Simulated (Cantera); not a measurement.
# C₂F₆ + HCl (fluorocarbon and chlorocarbon gases)

Input: 1 mol C₂F₆, a varied amount of HCl, held at 2025 K and 0.170 bar.

Cantera equilibrium calculation (NASA polynomials, part measured and part estimated; ideal gas, pure solids and liquids). Candidate condensed phases: C, C₆H₆, C₇H₈, C₈H₁₈; 118 gas species. The feed counts by its element totals alone. Gases not in the tables: C₂F₆ and larger saturated fluorocarbons. The numbers say what is thermodynamically allowed, not how fast it happens.

| n(HCl) (mol) | log p CF₄ | log p HF | log p Cl | log p CF₂ | log p Cl₂ | log p HCl | n C(graphite) |
|---|---|---|---|---|---|---|---|
| 0.28 | -0.93 | -1.63 | -1.67 | -2.33 | -3.16 | -3.44 | 0.540 |
| 0.36 | -0.96 | -1.55 | -1.60 | -2.35 | -3.01 | -3.28 | 0.558 |
| 0.45 | -1.00 | -1.49 | -1.54 | -2.36 | -2.89 | -3.14 | 0.579 |
| 0.56 | -1.04 | -1.43 | -1.48 | -2.39 | -2.78 | -3.01 | 0.604 |
| 0.7 | -1.10 | -1.37 | -1.43 | -2.41 | -2.67 | -2.89 | 0.637 |
| 0.88 | -1.16 | -1.32 | -1.38 | -2.44 | -2.57 | -2.78 | 0.678 |
| 1.1 | -1.22 | -1.27 | -1.34 | -2.48 | -2.49 | -2.67 | 0.729 |
| 1.4 | -1.31 | -1.23 | -1.30 | -2.52 | -2.41 | -2.57 | 0.798 |
log p: log10 of the partial pressure in bar; n: condensed amount in mol.

From 0.28 mol HCl to 1.4 mol HCl the condensed part is C(graphite). The main C-bearing gas is CF₄ throughout. The share of C in condensed phases is highest at 1.4 mol HCl (39.9 %) and lowest at 0.28 mol HCl (27.0 %).
